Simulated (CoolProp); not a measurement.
R115 along the isobar 0.369 MPa: fugacity coefficient from the reference equation and from simpler models built on Tc = 80.0 °C, pc = 3.129 MPa, ω = 0.248; each cubic takes its own stable root.

The numbers come from the reference Helmholtz-energy equation of state, Lemmon 2016 in CoolProp.

```json
[
 {"T (°C)": "-25.65", "phase": "liquid", "reference": "0.4605"},
 {"T (°C)": "-9.15", "phase": "liquid", "reference": "0.8094"},
 {"T (°C)": "7.25", "phase": "gas", "reference": "0.9187"},
 {"T (°C)": "23.75", "phase": "gas", "reference": "0.9327"},
 {"T (°C)": "40.15", "phase": "gas", "reference": "0.9435"},
 {"T (°C)": "56.65", "phase": "gas", "reference": "0.9522"},
 {"T (°C)": "73.15", "phase": "gas", "reference": "0.9592"},
 {"T (°C)": "89.55", "phase": "gas", "reference": "0.9650"},
 {"T (°C)": "106.05", "phase": "gas", "reference": "0.9698"},
 {"T (°C)": "122.45", "phase": "gas", "reference": "0.9738"},
 {"T (°C)": "138.95", "phase": "gas", "reference": "0.9773"}
]
```

Task: How far does each simpler model (Redlich-Kwong, Soave-Redlich-Kwong) lie from the reference over these 11 states: mean and median of the absolute difference, and the worst?

Result: 
- Redlich-Kwong: mean 5.9 %, median 0.2 %, worst +50.5 % at -25.65 °C and 0.369 MPa
- Soave-Redlich-Kwong: mean 0.2 %, median 0.2 %, worst +0.6 % at -9.15 °C and 0.369 MPa

At some of these states Redlich-Kwong gives the other phase, because its saturation line lies elsewhere.
